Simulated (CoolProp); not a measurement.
Vapour-liquid equilibrium of CH2F2 (R32) (1) + R123 (2) at 316.7 K; x and y are mole fractions of (1).

Values from CoolProp's multi-fluid Helmholtz-energy mixture model, Tillner-Roth 1997 and Younglove 1994; pair parameters Bell 2016.

**Question.** Give the bubble pressure and the first vapour's composition at x = 0.5, 0.65, 0.8. Is there an azeotrope?

**Answer.** x = 0.5: 1421 kPa, y = 0.901; x = 0.65: 1755 kPa, y = 0.931; x = 0.8: 2112 kPa, y = 0.959. No azeotrope shows between x = 0.05 and 0.95.

Pair parameters are fitted to limited data, so mixtures are less certain than the pure fluids. The gap from Raoult's law changes sign with composition, which may be real or a fault of the pair parameters; it wasn't checked against measurements.
